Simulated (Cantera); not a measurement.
Mixture: H2 : O2 : N2 = 1 : 0.357 : 1.34 (molar parts), equivalence ratio 1.4, at 1.00 bar, adiabatic and at constant pressure. Ignition delay is the time to a rise of 400 K.

Model: GRI-Mech 3.0 (53 species, 325 reactions), integrated in Cantera. Below about 950 K walls govern HO2 and H2O2 in real vessels.

Q: Predict: delay at 850 K; delay at 925 K; delay at 1000 K; delay at 1075 K; delay at 1150 K; delay at 1225 K; apparent activation energy between 1075 and 1225 K.

A: 
```
Quantity                                                Value
--------------------------------------------------  ---------
delay at 850 K                                         1.60 s
delay at 925 K                                        56.4 ms
delay at 1000 K                                      0.336 ms
delay at 1075 K                                      0.117 ms
delay at 1150 K                                       65.2 µs
delay at 1225 K                                       42.7 µs
apparent activation energy between 1075 and 1225 K  73 kJ/mol
```
